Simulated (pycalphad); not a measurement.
Source of the numbers: pycalphad with the COST 507 light-alloy database (1999); pressure 1 atm. No gas phase is included, though pure Mg would boil below 1650 K. The database dates from 1999; later assessments differ in places, in temperatures and in the compounds included. Diffusion is slow at the low end, where real alloys seldom reach equilibrium.

Al-7.96Mg-0.89Si (at.%): equilibrium cooling sequence

```json
[
 {"T (K)": "892.6", "phases above": "liquid", "phases below": "fcc + liquid"},
 {"T (K)": "859.4", "phases above": "fcc + liquid", "phases below": "fcc + liquid + MG2SI"},
 {"T (K)": "833.6", "phases above": "fcc + liquid + MG2SI", "phases below": "fcc + MG2SI"},
 {"T (K)": "544.7", "phases above": "fcc + MG2SI", "phases below": "ALMG_BETA + fcc + MG2SI"}
]
```

Changes were sought between steps of 25 K, so a narrower field can be missed.

Database names, with the compositions (at.%) that they take in these runs: MG2SI: Mg 67 Si 33; ALMG_BETA: Al 61 Mg 39.
